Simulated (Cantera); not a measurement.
A closed system holds: 1 mol Fe, 4.9 mol CO, 150 mol H₂, 0.7 mol CO₂, equilibrated at 1 atm.

These are equilibrium values from Cantera (NASA tables, ideal gas, pure condensed phases), not measurements of a reactor. Candidate condensed phases: C, C₆H₆, C₇H₈, C₈H₁₈, Fe, Fe(CO)₅, FeO, Fe(OH)₂, Fe(OH)₃, Fe₂O₃, Fe₃O₄, H₂O; 114 gas species. Rates play no part.

x: gas mole fraction; n: condensed amount in mol.

```json
[
 {"T (°C)": "700", "x H₂": "0.932", "x CO": "0.0115", "x H₂O": "0.0298", "x CH₄": "0.0257", "x H": "___", "n Fe(α)": "1.00", "n Fe(γ)": "0", "n Fe(δ)": "0", "n Fe(l)": "0"},
 {"T (°C)": "800", "x H₂": "0.949", "x CO": "0.0264", "x H₂O": "0.0140", "x CH₄": "0.00987", "x H": "___", "n Fe(α)": "1.00", "n Fe(γ)": "0", "n Fe(δ)": "0", "n Fe(l)": "0"},
 {"T (°C)": "900", "x H₂": "0.957", "x CO": "0.0331", "x H₂O": "0.00719", "x CH₄": "0.00286", "x H": "___", "n Fe(α)": "1.00", "n Fe(γ)": "0", "n Fe(δ)": "0", "n Fe(l)": "0"},
 {"T (°C)": "1000", "x H₂": "0.959", "x CO": "0.0352", "x H₂O": "0.00509", "x CH₄": "0.000700", "x H": "___", "n Fe(α)": "0", "n Fe(γ)": "1.00", "n Fe(δ)": "0", "n Fe(l)": "0"},
 {"T (°C)": "1100", "x H₂": "0.959", "x CO": "0.0358", "x H₂O": "0.00458", "x CH₄": "0.000167", "x H": "___", "n Fe(α)": "0", "n Fe(γ)": "1.000", "n Fe(δ)": "0", "n Fe(l)": "0"},
 {"T (°C)": "1200", "x H₂": "0.960", "x CO": "0.0359", "x H₂O": "0.00448", "x CH₄": "4.47e-5", "x H": "___", "n Fe(α)": "0", "n Fe(γ)": "1.000", "n Fe(δ)": "0", "n Fe(l)": "0"},
 {"T (°C)": "1300", "x H₂": "0.960", "x CO": "0.0359", "x H₂O": "0.00446", "x CH₄": "1.39e-5", "x H": "___", "n Fe(α)": "0", "n Fe(γ)": "1.000", "n Fe(δ)": "0", "n Fe(l)": "0"},
 {"T (°C)": "1400", "x H₂": "0.959", "x CO": "0.0359", "x H₂O": "0.00445", "x CH₄": "5.00e-6", "x H": "___", "n Fe(α)": "0", "n Fe(γ)": "0", "n Fe(δ)": "0.999", "n Fe(l)": "0"},
 {"T (°C)": "1500", "x H₂": "0.959", "x CO": "0.0359", "x H₂O": "0.00445", "x CH₄": "2.01e-6", "x H": "___", "n Fe(α)": "0", "n Fe(γ)": "0", "n Fe(δ)": "0.997", "n Fe(l)": "0"},
 {"T (°C)": "1600", "x H₂": "0.959", "x CO": "0.0359", "x H₂O": "0.00446", "x CH₄": "8.96e-7", "x H": "___", "n Fe(α)": "0", "n Fe(γ)": "0", "n Fe(δ)": "0", "n Fe(l)": "0.988"},
 {"T (°C)": "1700", "x H₂": "0.958", "x CO": "0.0359", "x H₂O": "0.00446", "x CH₄": "4.34e-7", "x H": "___", "n Fe(α)": "0", "n Fe(γ)": "0", "n Fe(δ)": "0", "n Fe(l)": "0.959"},
 {"T (°C)": "1800", "x H₂": "0.956", "x CO": "0.0359", "x H₂O": "0.00445", "x CH₄": "2.26e-7", "x H": "___", "n Fe(α)": "0", "n Fe(γ)": "0", "n Fe(δ)": "0", "n Fe(l)": "0.876"}
]
```

### Question
Complete the blanks.

### Answer

- 700, x H: 1.04e-9
- 800, x H: 1.36e-8
- 900, x H: 1.15e-7
- 1000, x H: 6.94e-7
- 1100, x H: 3.24e-6
- 1200, x H: 1.23e-5
- 1300, x H: 3.96e-5
- 1400, x H: 0.000111
- 1500, x H: 0.000277
- 1600, x H: 0.000628
- 1700, x H: 0.00131
- 1800, x H: 0.00256
